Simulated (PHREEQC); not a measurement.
PHREEQC input (Pitzer model, pitzer.dat):

```
SOLUTION 1
  temp 25
  units mol/kgw
  pH 7 charge
  C(4) 0.121
  Na 0.596
  Cl 0.088
  S(6) 0.18
END
USE solution 1
INCREMENTAL_REACTIONS false
REACTION 1
  H2O -1
  0 9.886 18.011 24.689 30.178 34.689 38.397 41.444
  43.949 46.007 47.699 49.089 50.232 51.172 51.944 52.578
  53.1 53.528 53.88 54.17 54.408 moles
EQUILIBRIUM_PHASES 1
  Burkeite 0 0
  Halite 0 0
  Mirabilite 0 0
  Nahcolite 0 0
  Natron 0 0
  Thenardite 0 0
  Trona 0 0
  CO2(g) -3.4 10
SELECTED_OUTPUT 1
  -reset false
  -pH true
  -pe true
  -ionic_strength true
  -water true
  -activities H2O
  -totals C Cl Na S
  -molalities H+ Na+ Cl- CO3-2 SO4-2 OH- HCO3- CO2 HSO4-
  -equilibrium_phases Burkeite Halite Mirabilite Nahcolite Natron Thenardite Trona
PRINT
  -reset false
END
```

Selected output (columns that matter, 16 of 21 rows; water left (kg) added in front):

```
water left (kg)	pH	mu	C	Cl	Na	S	m_H+	m_Na+	m_Cl-	m_CO3-2	la_H2O	Mirabilite	Thenardite	Trona
1.0004	9.6739	0.82478	0.098789	0.087965	0.59576	0.17993	4.022e-10	0.59576	0.087965	0.049087	-0.0058275	0	0	0
0.822327	9.6991	1.0058	0.11774	0.10701	0.72477	0.21889	3.9147e-10	0.72477	0.10701	0.062169	-0.0069793	0	0	0
0.555702	9.7426	1.495	0.1677	0.15836	1.0725	0.32391	3.7287e-10	1.0725	0.15836	0.098547	-0.01001	0	0	0
0.456841	9.761	1.822	0.20046	0.19263	1.3046	0.39401	3.6347e-10	1.3046	0.19263	0.12342	-0.011997	0	0	0
0.375598	9.7771	2.2201	0.23988	0.23429	1.5868	0.47924	3.5269e-10	1.5868	0.23429	0.15406	-0.0144	0	0	0
0.253946	9.8028	3.2936	0.34482	0.34653	2.347	0.70881	3.2183e-10	2.347	0.34653	0.23788	-0.020938	0	0	0
0.208835	9.8125	4.0101	0.41432	0.42139	2.8539	0.86193	2.9888e-10	2.8539	0.42139	0.29428	-0.02545	0	0	0
0.171774	9.8199	4.8805	0.49856	0.5123	3.4697	1.0479	2.692e-10	3.4697	0.5123	0.36293	-0.031186	0	0	0
0.116271	9.8268	7.221	0.72591	0.75685	5.126	1.5481	1.8859e-10	5.126	0.75685	0.54688	-0.048483	0	0	0
0.0903297	9.8494	8.3152	0.92504	0.97421	5.9388	1.6631	1.435e-10	5.9388	0.97421	0.7133	-0.05951	0.029773	0	0
0.0664449	9.8804	9.5728	1.243	1.3244	6.9096	1.6789	9.9805e-11	6.9096	1.3244	0.9843	-0.075572	0.068446	0	0
0.0534396	9.8898	10.944	1.5285	1.6467	7.9465	1.7739	6.988e-11	7.9465	1.6467	1.2235	-0.094156	0	0.085205	0.00030963
0.0435379	9.8768	10.554	1.4175	2.0212	7.8019	1.6111	6.6009e-11	7.8019	2.0212	1.1408	-0.097548	0	0.10986	0.012203
0.035423	9.8575	10.123	1.2864	2.4843	7.6585	1.4232	6.1041e-11	7.6585	2.4843	1.0412	-0.10202	0	0.12958	0.021848
0.0232677	9.7858	9.2305	0.95632	3.7821	7.4725	0.97609	4.7369e-11	7.4725	3.7821	0.78186	-0.11689	0	0.15729	0.035851
0.0187759	9.7226	8.8866	0.76055	4.6869	7.5326	0.73118	3.8989e-11	7.5326	4.6869	0.62276	-0.12994	0	0.16627	0.040675
```
